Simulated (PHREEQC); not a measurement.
Dissolve 1.3 mmol/kgw HF, 4.7 mmol/kgw H2SiF6 and 3.6 mmol/kgw H3BO3 at 70 °C. Closed to the air; pH follows from the charge balance.

Model: ion-association model, phreeqc.dat, run in PHREEQC.

Precipitation was switched off in this run.

Problem. Order these B species by the share of B that they hold, largest first: BF3OH-, BF4-, BF2(OH)2-, H3BO3.

Solution. BF4- (51 %), H3BO3 (41 %), BF3OH- (4.9 %), BF2(OH)2- (3.4 %)

The pH is 2.23 and the ionic strength 0.00829 mol/kgw. Examples of supersaturated solids here: Quartz (slow to form), Chalcedony (slow to form). Others may be too. Away from 25 °C the constants follow the database's enthalpies or fits; those with neither stay at their 25 °C values. SiF6-2 is the database's only silicon fluoride. Real BF4- forms and hydrolyses slowly; the run takes it at equilibrium.
